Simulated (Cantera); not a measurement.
An adiabatic, constant-volume homogeneous reactor starts with CH4 : O2 : N2 = 1 : 3.23 : 12.1 (molar parts), equivalence ratio 0.62, at 1375 K and 660 Torr.

Cantera simulation using GRI-Mech 3.0 (53 species, 325 reactions); the numbers are that mechanism's predictions, not measurements.

x: mole fraction; the columns are a selection and need not sum to one.

```csv
t (s),T (K),P (bar),x CH4,x O2,x C2H4,x H2O,x CH3,x H2
5.00e-6,1375,0.880,0.0612,0.198,<1e-12,3.10e-9,5.46e-8,2.18e-9
1.08e-5,1375,0.880,0.0612,0.198,<1e-12,9.87e-9,1.22e-7,5.30e-9
2.32e-5,1375,0.880,0.0612,0.198,1.01e-12,3.08e-8,2.74e-7,1.27e-8
5.00e-5,1375,0.880,0.0612,0.198,1.26e-11,1.11e-7,6.33e-7,3.21e-8
0.000108,1375,0.880,0.0612,0.198,1.67e-10,4.85e-7,1.58e-6,9.33e-8
0.000232,1375,0.880,0.0612,0.198,…,2.54e-6,4.58e-6,3.55e-7
0.000500,1375,0.880,0.0612,0.198,…,1.62e-5,1.62e-5,2.04e-6
0.00108,1376,0.880,0.0611,0.198,…,0.000119,5.26e-5,1.65e-5
0.00232,1382,0.884,0.0600,0.197,…,0.000890,0.000114,0.000161
0.00500,2658,1.73,<1e-12,0.0723,<1e-12,0.108,<1e-12,0.00375
0.0108,2644,1.72,<1e-12,0.0679,<1e-12,0.108,<1e-12,0.00367
0.0232,2643,1.72,<1e-12,0.0675,<1e-12,0.108,<1e-12,0.00366
0.0500,2643,1.72,<1e-12,0.0675,<1e-12,0.108,<1e-12,0.00366
0.108,2643,1.72,<1e-12,0.0675,<1e-12,0.108,<1e-12,0.00366
0.232,2643,1.72,<1e-12,0.0675,<1e-12,0.108,<1e-12,0.00366
0.500,2643,1.72,<1e-12,0.0675,<1e-12,0.108,<1e-12,0.00366
```

### Question
Fill in the missing entries.

### Answer

- 0.000232, x C2H4: 2.76e-9
- 0.000500, x C2H4: 6.64e-8
- 0.00108, x C2H4: 1.85e-6
- 0.00232, x C2H4: 3.17e-5
